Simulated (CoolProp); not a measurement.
Values from CoolProp's reference Helmholtz-energy equation of state, Lemmon 2006. It is a short technical equation, of lower accuracy than the large ones.

Q: For acetone, give the phase and the density (kg/m³), cp (kJ/(kg K)), cv (kJ/(kg K)), speed of sound (m/s) at 146.05 °C and 0.312 MPa; 169.25 °C and 0.312 MPa; 180.95 °C and 0.312 MPa.

A: 
- 146.05 °C and 0.312 MPa: gas; density 5.51, cp 1.76, cv 1.57, speed of sound 245
- 169.25 °C and 0.312 MPa: gas; density 5.16, cp 1.79, cv 1.61, speed of sound 254
- 180.95 °C and 0.312 MPa: gas; density 5.00, cp 1.81, cv 1.64, speed of sound 257
